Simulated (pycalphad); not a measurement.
CALPHAD calculation (pycalphad, COST 507 light-alloy database (1999)), 1 atm. These are 1990s assessments: newer ones move some temperatures and phases.

## Si-0.26Al (at.%): equilibrium cooling sequence

```tsv
T (°C)	phases above	phases below
1412.6	liquid	diamond (Si) + liquid
577.0	diamond (Si) + liquid	diamond (Si) + fcc
```

Changes were sought between steps of 75 K, so a narrower field can be missed.
